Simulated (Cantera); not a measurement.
A perfectly stirred reactor is fed with CH4 : H2 : O2 : N2 = 1 : 0.078 : 1.7 : 6.39 (molar parts), equivalence ratio 1.2, at 218 Torr; it is adiabatic with a 600 K inlet, and is followed from long to short residence time, starting on the burning branch (τ in s: 0.37, 0.13, 0.043, 0.015, 0.005, 0.0017, 0.00059, 0.0002, 6.9e-05).

Model: GRI-Mech 3.0 (53 species, 325 reactions), integrated in Cantera.

One state of this run: T (K) = 2245; x CH4 = 1.07e-5; x H2 = 0.0288; x O2 = 0.00252; x O = 0.000900; x C2H = 8.18e-11; x CH2O = 1.38e-6; x HCN = 1.67e-6. x: mole fraction; the columns are a selection and need not sum to one.

Q: Which value of τ (s) does it belong to?
A. 0.043
B. 0.0017
C. 0.00020
D. 0.015

A: A, 0.043
